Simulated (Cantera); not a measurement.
Pyrogenic steam for wet oxidation

An isothermal, constant-pressure homogeneous reactor starts with H2 : O2 : N2 = 1.1 : 1 : 0.56 (molar parts), equivalence ratio 0.55, at 1075 K and 0.132 atm.

Detailed kinetics in Cantera: GRI-Mech 3.0 (53 species, 325 reactions). The temperature is held fixed by assumption; the heat of reaction is taken as removed at once.

```json
[
 {"t (s)": "4.00e-5", "x H2": "0.414", "x O2": "0.376", "x H2O2": "8.87e-12", "x HO2": "4.80e-9", "x NO": "<1e-12"},
 {"t (s)": "8.66e-5", "x H2": "0.414", "x O2": "0.376", "x H2O2": "6.52e-11", "x HO2": "2.70e-8", "x NO": "<1e-12"},
 {"t (s)": "0.000188", "x H2": "0.413", "x O2": "0.376", "x H2O2": "1.70e-8", "x HO2": "8.72e-6", "x NO": "<1e-12"},
 {"t (s)": "0.000406", "x H2": "0.0489", "x O2": "0.227", "x H2O2": "7.61e-6", "x HO2": "8.42e-5", "x NO": "1.03e-6"},
 {"t (s)": "0.000880", "x H2": "0.00538", "x O2": "0.214", "x H2O2": "8.93e-6", "x HO2": "6.75e-5", "x NO": "1.40e-6"},
 {"t (s)": "0.00191", "x H2": "0.00137", "x O2": "0.214", "x H2O2": "4.88e-6", "x HO2": "3.30e-5", "x NO": "1.39e-6"},
 {"t (s)": "0.00413", "x H2": "0.000394", "x O2": "0.213", "x H2O2": "2.36e-6", "x HO2": "1.33e-5", "x NO": "1.36e-6"},
 {"t (s)": "0.00894", "x H2": "9.58e-5", "x O2": "0.213", "x H2O2": "9.85e-7", "x HO2": "4.05e-6", "x NO": "1.34e-6"},
 {"t (s)": "0.0194", "x H2": "1.80e-5", "x O2": "0.213", "x H2O2": "4.02e-7", "x HO2": "9.81e-7", "x NO": "1.34e-6"},
 {"t (s)": "0.0420", "x H2": "2.71e-6", "x O2": "0.213", "x H2O2": "1.63e-7", "x HO2": "2.35e-7", "x NO": "1.35e-6"},
 {"t (s)": "0.0909", "x H2": "4.25e-7", "x O2": "0.213", "x H2O2": "6.75e-8", "x HO2": "7.07e-8", "x NO": "1.37e-6"},
 {"t (s)": "0.197", "x H2": "1.11e-7", "x O2": "0.213", "x H2O2": "2.95e-8", "x HO2": "2.72e-8", "x NO": "1.39e-6"},
 {"t (s)": "0.426", "x H2": "4.18e-8", "x O2": "0.213", "x H2O2": "1.33e-8", "x HO2": "1.20e-8", "x NO": "1.40e-6"},
 {"t (s)": "0.923", "x H2": "1.76e-8", "x O2": "0.213", "x H2O2": "6.17e-9", "x HO2": "6.08e-9", "x NO": "1.40e-6"},
 {"t (s)": "2.00", "x H2": "7.95e-9", "x O2": "0.213", "x H2O2": "2.91e-9", "x HO2": "3.89e-9", "x NO": "1.40e-6"}
]
```
x: mole fraction; the columns are a selection and need not sum to one.

Equilibrium at this temperature and pressure: H2 2.18e-9, O2 0.213, H2O2 6.05e-10, HO2 3.97e-9, NO 3.96e-5 (gas phase only).
